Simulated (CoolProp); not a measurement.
R245fa along the isotherm 166.85 °C: density (kg/m³) from the reference equation and from simpler models built on Tc = 153.9 °C, pc = 36.51 bar, ω = 0.378; each cubic takes its own stable root.

The numbers come from the reference Helmholtz-energy equation of state, Akasaka 2015 in CoolProp.

```
p (bar)  phase  reference  ideal gas  van der Waals  Peng-Robinson
-------  -----  ---------  ---------  -------------  -------------
2.03       gas      7.565      7.438          7.556          7.584
4.06       gas      15.40      14.88          15.36          15.48
6.08       gas      23.48      22.28          23.40          23.67
8.11       gas      31.93      29.72              ?          32.26
10.1       gas      40.56      37.01              ?              ?
12.2       gas      50.08      44.70          49.69          50.86
14.2       gas      59.60      52.03          59.05              ?
16.2       gas      69.61      59.36          68.86          71.04
18.3       gas      80.73      67.05          79.72          82.59
```

Problem. What belongs in the gaps?

Solution. 
- 8.11, van der Waals: 31.77
- 10.1, van der Waals: 40.30
- 10.1, Peng-Robinson: 41.09
- 14.2, Peng-Robinson: 60.68
